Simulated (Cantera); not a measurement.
Feed: 1 mol SiCl4, 5.4 mol N2, 18 mol H2, equilibrated at 16.0 Pa.

Equilibrium computed with Cantera from the NASA thermochemical tables; the gas is ideal and each condensed phase is pure. Candidate condensed phases: NH4Cl, Si, Si3N4; 28 gas species. The tables' values for SiCl, SiCl3, SiN are old estimates; treat these amounts as uncertain. Gases not in the tables: Si2H6 and higher silanes. Equilibrium is a limit: real reactors are often held back by kinetics, nucleation or transport. All values below are at 1500 °C.

Base state: H2 0.639, N2 0.208, HCl 0.0940, SiCl2 0.0285, H 0.0180, Si 0.00853, Cl 0.00203, SiCl 0.00129 (mole fractions); condensed: gas only.

Question: What changes in the equilibrium state with this change: pressure from 16.0 Pa to 59.0 Pa?

Answer: 
| species | before | after |
|---|---|---|
| H2 | 0.639 | 0.655 |
| N2 | 0.208 | 0.211 |
| HCl | 0.0940 | 0.0853 |
| H | 0.0180 | 0.00948 |
| SiCl2 | 0.0285 | 0.0344 |
| Si | 0.00853 | 0.00347 |
| Cl | 0.00203 | 0.000949 |
| SiCl3 | 2.42e-5 | 5.01e-5 |
| Si2 | 3.04e-5 | 1.86e-5 |
| SiH2 | 1.01e-5 | 1.55e-5 |

Question: What changes in the equilibrium state with this change: SiCl4 replaced by Si2Cl6?

Answer: 
| species | before | after |
|---|---|---|
| H2 | 0.639 | 0.605 |
| N2 | 0.208 | 0.199 |
| HCl | 0.0940 | 0.103 |
| SiCl2 | 0.0285 | 0.0568 |
| Si | 0.00853 | 0.0133 |
| H | 0.0180 | 0.0175 |
| Si3 | 4.70e-6 | 1.79e-5 |
| Si2 | 3.04e-5 | 7.41e-5 |
| Si2N | 2.51e-5 | 5.99e-5 |
| SiCl3 | 2.42e-5 | 5.44e-5 |
| Si(l), mol | 0 | 0.0250 |
The feed counts by its element totals alone.
